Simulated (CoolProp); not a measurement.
Saturation properties of chloromethane (R40) (Tc = 145.5 °C, pc = 6.929 MPa, ω = 0.150).

Computed with CoolProp (reference Helmholtz-energy equation of state, Thol 2014).

```csv
T (°C),p (MPa),vapour density (kg/m³),liquid cp (kJ/(kg K)),surface tension (mN/m)
-26.95,0.08887,2.265,1.582,24.0
-7.15,0.1999,4.829,1.582,20.6
12.75,0.3976,9.237,1.603,17.4
32.55,0.7149,16.22,1.646,14.2
52.35,1.191,26.84,1.716,11.2
72.25,1.870,42.72,1.829,8.26
92.05,2.792,66.34,2.029,5.54
111.85,4.011,103.1,2.471,3.05
131.75,5.595,169.9,4.407,0.892
```

It boils at -24.0 °C under 1 atm.

Surface tension comes from a separate correlation (Mulero 2014).
